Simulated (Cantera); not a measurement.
## Formation from one mole of S2

Standard-state values (1 bar) from the NASA 1993 polynomials, evaluated with Cantera. Values are per mole of reaction as written; species without (g) are pure solids or liquids, kept so even where they would boil at 1 bar.

2 Pb + S2(g) → 2 PbS(g)

| T (K) | ΔH° (kJ) | ΔS° (J/K) | ΔG° (kJ) | log10 K |
|---|---|---|---|---|
| 398 | 133.6 | 140.2 | 77.8 | -10.21 |
| 423 | 133.1 | 139.1 | 74.3 | -9.17 |
| 448 | 132.7 | 138.1 | 70.8 | -8.26 |
| 473 | 132.2 | 137.0 | 67.4 | -7.44 |
| 498 | 131.7 | 136.1 | 64.0 | -6.71 |

1.5 Ni + S2(g) → 0.5 Ni3S4

```csv
T (K),ΔH° (kJ),ΔS° (J/K),ΔG° (kJ),log10 K
398,-277.8,-176.5,-207.5,27.24
423,-277.5,-175.8,-203.1,25.08
448,-277.1,-175.0,-198.8,23.17
473,-276.8,-174.2,-194.4,21.47
498,-276.4,-173.4,-190.0,19.93
```

4 Na + S2(g) → 2 Na2S

```json
[
 {"T (K)": "398", "ΔH° (kJ)": "-869.7", "ΔS° (J/K)": "-265.2", "ΔG° (kJ)": "-764.2", "log10 K": "100.29"},
 {"T (K)": "423", "ΔH° (kJ)": "-869.5", "ΔS° (J/K)": "-264.6", "ΔG° (kJ)": "-757.5", "log10 K": "93.54"},
 {"T (K)": "448", "ΔH° (kJ)": "-869.2", "ΔS° (J/K)": "-264.0", "ΔG° (kJ)": "-750.9", "log10 K": "87.55"},
 {"T (K)": "473", "ΔH° (kJ)": "-868.9", "ΔS° (J/K)": "-263.4", "ΔG° (kJ)": "-744.3", "log10 K": "82.20"},
 {"T (K)": "498", "ΔH° (kJ)": "-868.6", "ΔS° (J/K)": "-262.7", "ΔG° (kJ)": "-737.8", "log10 K": "77.38"}
]
```

2 Ba + S2(g) → 2 BaS

| T (K) | ΔH° (kJ) | ΔS° (J/K) | ΔG° (kJ) | log10 K |
|---|---|---|---|---|
| 398 | -1054.7 | -193.5 | -977.6 | 128.31 |
| 423 | -1054.5 | -193.0 | -972.8 | 120.13 |
| 448 | -1054.2 | -192.5 | -968.0 | 112.86 |
| 473 | -1054.0 | -192.1 | -963.2 | 106.36 |
| 498 | -1053.9 | -191.7 | -958.4 | 100.52 |
